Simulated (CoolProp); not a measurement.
A Linde-Hampson liquefier for ethane: isothermal reversible compression at 320 K from 1 atm to 5 MPa, throttling to 1 atm, return gas leaving the recuperator 10 K below the feed. Each further row changes one setting.

The numbers come from the reference Helmholtz-energy equation of state, Bücker 2006 in CoolProp.

```
case                        liquid yield per pass  compression work (kJ/kg of gas)
--------------------------  ---------------------  -------------------------------
as stated                                   0.154                              315
high pressure 10 MPa                        0.418                              338
warm-end temperature 350 K                  0.089                              354
warm-end gap 15 K                           0.142                              315
```
